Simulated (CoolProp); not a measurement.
Properties of methane along the isobar 9.2 bar (Tc = 190.6 K, pc = 45.99 bar, ω = 0.011).

Values from CoolProp's reference Helmholtz-energy equation of state, Setzmann 1991.

```json
[
 {"T (K)": "121.7", "phase": "liquid", "cv (kJ/(kg K))": "2.014", "expansivity (1/kK)": "3.797", "Prandtl number": "1.99"},
 {"T (K)": "127.9", "phase": "liquid", "cv (kJ/(kg K))": "1.989", "expansivity (1/kK)": "4.086", "Prandtl number": "1.90"},
 {"T (K)": "134", "phase": "liquid", "cv (kJ/(kg K))": "1.966", "expansivity (1/kK)": "4.439", "Prandtl number": "1.84"},
 {"T (K)": "140.2", "phase": "liquid", "cv (kJ/(kg K))": "1.945", "expansivity (1/kK)": "4.899", "Prandtl number": "1.80"},
 {"T (K)": "146.3", "phase": "liquid", "cv (kJ/(kg K))": "1.927", "expansivity (1/kK)": "5.502", "Prandtl number": "1.79"},
 {"T (K)": "152.5", "phase": "gas", "cv (kJ/(kg K))": "1.707", "expansivity (1/kK)": "10.55", "Prandtl number": "0.883"},
 {"T (K)": "158.6", "phase": "gas", "cv (kJ/(kg K))": "1.675", "expansivity (1/kK)": "9.459", "Prandtl number": "0.863"},
 {"T (K)": "164.7", "phase": "gas", "cv (kJ/(kg K))": "1.654", "expansivity (1/kK)": "8.635", "Prandtl number": "0.848"},
 {"T (K)": "170.9", "phase": "gas", "cv (kJ/(kg K))": "1.639", "expansivity (1/kK)": "7.969", "Prandtl number": "0.835"},
 {"T (K)": "177", "phase": "gas", "cv (kJ/(kg K))": "1.629", "expansivity (1/kK)": "7.430", "Prandtl number": "0.823"},
 {"T (K)": "183.2", "phase": "gas", "cv (kJ/(kg K))": "1.620", "expansivity (1/kK)": "6.970", "Prandtl number": "0.813"},
 {"T (K)": "189.3", "phase": "gas", "cv (kJ/(kg K))": "1.615", "expansivity (1/kK)": "6.582", "Prandtl number": "0.802"},
 {"T (K)": "195.5", "phase": "gas", "cv (kJ/(kg K))": "1.611", "expansivity (1/kK)": "6.239", "Prandtl number": "0.797"}
]
```

Viscosity comes from a separate model (Quiñones-Cisneros 2006). Thermal conductivity comes from a separate model (Friend 1989).
